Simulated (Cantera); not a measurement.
Input: 1 mol SiCl4, 2.2 mol H2, at 650 K and 28.0 bar.

Cantera equilibrium calculation (NASA polynomials, part measured and part estimated; ideal gas, pure solids and liquids). Candidate condensed phases: Si; 19 gas species. Equilibrium is a limit: real reactors are often held back by kinetics, nucleation or transport.

Base state: H2 0.683, SiCl4 0.308, HCl 0.00414, SiHCl3 0.00413 (mole fractions); condensed: gas only.

### Question
What changes in the equilibrium state with this change: 0.7 mol N2 added?

### Answer
```
species         before    after
-------------  -------  -------
SiCl4            0.308    0.545
H2               0.683    0.238
HCl            0.00414    0.148
N2                   0   0.0545
NH3                  0   0.0142
SiHCl3         0.00413  7.12e-5
NH4Cl(s), mol        0    0.876
Si3N4(s), mol        0   0.0896
```
N2 is the only nitrogen source here; it is nearly inert below about 1500 K, so the nitride shown seldom forms there in practice. Further candidate phases: NH4Cl, Si3N4.
